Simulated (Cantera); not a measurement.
Gas mixture: C2H2 : C3H8 : N2 = 0.58 : 0.31 : 0.32 (molar parts), at 0.825 Torr, frozen composition.

Cantera's kinetic-theory transport with the Lennard-Jones parameters of GRI-Mech 3.0, ideal gas; thermal conductivity in the mixture-averaged form. The composition is frozen, though it would react at the higher temperatures.

One state of this run: ρ (kg/m³) = 0.000359; cp (J/kg/K) = 2892; μ (µPa s) = 31.6; λ (mW/m/K) = 107; Pr = 0.850; D (cm²/s) CH3 = 1650; D (cm²/s) NH3 = 1760; D (cm²/s) H = 8670. D: mixture-averaged diffusion coefficient of that species in the mixture.

Which value of T (K) does it belong to?
A. 900
B. 1400
C. 1650
D. 1150

D, 1150
